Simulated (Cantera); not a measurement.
# N2O furnace oxynitridation

An isothermal, constant-pressure homogeneous reactor starts with N2O : H2 : N2 = 1 : 0.043 : 7 (molar parts), at 1500 K and 0.730 bar.

Computed with Cantera and GRI-Mech 3.0 (53 species, 325 reactions). GRI-Mech 3.0 was tuned for natural gas; its chemistry of N2O as a main component is partial and can be far from experiment. The temperature is held fixed by assumption; the heat of reaction is taken as removed at once.

```json
[
 {"t (s)": "2.00e-5", "x N2O": "0.124", "x H2": "0.00531", "x NO": "7.39e-6", "x O": "2.29e-5", "x HO2": "2.05e-7"},
 {"t (s)": "5.80e-5", "x N2O": "0.124", "x H2": "0.00498", "x NO": "4.68e-5", "x O": "2.71e-5", "x HO2": "1.81e-6"},
 {"t (s)": "0.000168", "x N2O": "0.122", "x H2": "0.00331", "x NO": "0.000232", "x O": "3.64e-5", "x HO2": "3.40e-6"},
 {"t (s)": "0.000489", "x N2O": "0.117", "x H2": "0.000705", "x NO": "0.000643", "x O": "5.25e-5", "x HO2": "3.71e-6"},
 {"t (s)": "0.00142", "x N2O": "0.112", "x H2": "3.12e-5", "x NO": "0.00153", "x O": "5.80e-5", "x HO2": "2.40e-6"},
 {"t (s)": "0.00411", "x N2O": "0.0996", "x H2": "1.29e-6", "x NO": "0.00386", "x O": "5.66e-5", "x HO2": "1.41e-6"},
 {"t (s)": "0.0119", "x N2O": "0.0717", "x H2": "1.25e-6", "x NO": "0.00897", "x O": "5.23e-5", "x HO2": "6.56e-7"},
 {"t (s)": "0.0346", "x N2O": "0.0298", "x H2": "1.23e-6", "x NO": "0.0160", "x O": "4.05e-5", "x HO2": "2.51e-7"},
 {"t (s)": "0.101", "x N2O": "0.00398", "x H2": "5.45e-7", "x NO": "0.0192", "x O": "1.42e-5", "x HO2": "8.75e-8"},
 {"t (s)": "0.292", "x N2O": "5.59e-5", "x H2": "6.67e-8", "x NO": "0.0194", "x O": "1.38e-6", "x HO2": "1.69e-8"},
 {"t (s)": "0.846", "x N2O": "1.57e-7", "x H2": "5.22e-8", "x NO": "0.0194", "x O": "1.03e-6", "x HO2": "1.30e-8"},
 {"t (s)": "2.46", "x N2O": "1.56e-7", "x H2": "5.22e-8", "x NO": "0.0194", "x O": "1.03e-6", "x HO2": "1.30e-8"},
 {"t (s)": "7.13", "x N2O": "1.56e-7", "x H2": "5.22e-8", "x NO": "0.0194", "x O": "1.03e-6", "x HO2": "1.30e-8"},
 {"t (s)": "20.7", "x N2O": "1.55e-7", "x H2": "5.22e-8", "x NO": "0.0193", "x O": "1.03e-6", "x HO2": "1.30e-8"},
 {"t (s)": "60.0", "x N2O": "1.51e-7", "x H2": "5.21e-8", "x NO": "0.0190", "x O": "1.03e-6", "x HO2": "1.30e-8"}
]
```
x: mole fraction; the columns are a selection and need not sum to one.

Equilibrium at this temperature and pressure: N2O 3.96e-8, H2 4.75e-8, NO 0.000692, O 1.13e-6, HO2 1.49e-8 (gas phase only).
